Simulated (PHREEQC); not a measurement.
Dissolve 33 mmol/kgw Fe(NO3)3, 2.6 mmol/kgw HF and 34 mmol/kgw CsF at 15 °C. Closed to the air; pH follows from the charge balance.

The numbers come from PHREEQC with the ion-association model, wateq4f.dat.

No solid was allowed to form.

### Question
What pH, ionic strength does the model give?

### Answer
pH 2.47; ionic strength 0.130 mol/kgw.

### Question
In which forms is F present?

### Answer
FeF+2 62 %, FeF2+ 37 %, FeF3 1.2 % of the F.

The solution is supersaturated, for example in Hematite (slow to form), Goethite (slow to form), so a real one may precipitate; this is no full list. Fluoro complexes past AlF4- and FeF3 are missing from the database.
